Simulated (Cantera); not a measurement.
What does this Cantera script print?

```python
import numpy as np
import cantera as ct

gas_names = """
    H HO2 H2 H2O H2O2 O OH O2 O3 Si SiH SiH2 SiH3 SiH4 SiO SiO2 Si2 Si3
""".split()
cond_names = """
    H2O(s) H2O(L) Si(cr) Si(L) SiO2(Lqz) SiO2(hqz) SiO2(L)
""".split()


# ... load() reads the species with a 1 bar reference pressure and builds the phases ...
atoms = {
    'Si': {'Si': 1},
    'O2': {'O': 2},
    'H2': {'H': 2},
}
top_T = {}  # K; cautious upper limits of use, not melting points


# ... equilibrate(T, P, feed) seeds the gas with the atoms and calls Mixture.equilibrate('TP', solver="vcs", rtol=1e-11, max_steps=5000) ...
results = []
feed = {'Si': 1, 'O2': 0.076, 'H2': 3.4}  # mol
T = 2223.15  # K
P = 53000  # Pa
mix = equilibrate(T, P, feed)
results.append((T, P, feed, dict(zip(mix.species_names, mix.species_moles))))
x = sorted(zip(gas.X, gas.species_names), reverse=True)
print(f"T = {T:g} K  P = {P:g} Pa  gas = {mix.phase_moles(0):.4g} mol")
print("   x: " + "  ".join(f"{s} {v:.3e}" for v, s in x if v > 1e-05))
print("   condensed (mol): " + ("  ".join(f"{mix.phase(i).name} {mix.phase_moles(i):.4g}"
      for i in range(1, mix.n_phases) if mix.phase_moles(i) > 1e-12) or "none"))
```

It prints:

```
T = 2223.15 K  P = 53000 Pa  gas = 3.571 mol
   x: H2 9.474e-01  SiO 4.256e-02  H 8.572e-03  Si 8.687e-04  SiH2 3.145e-04  SiH 2.606e-04  Si2 1.455e-05
   condensed (mol): Si(L) 0.8427
```

Method: chemical equilibrium by Gibbs-energy minimisation in Cantera with the NASA 1993 tables (ideal gas, pure condensed phases). Gases not in the tables: Si2H6 and higher silanes.
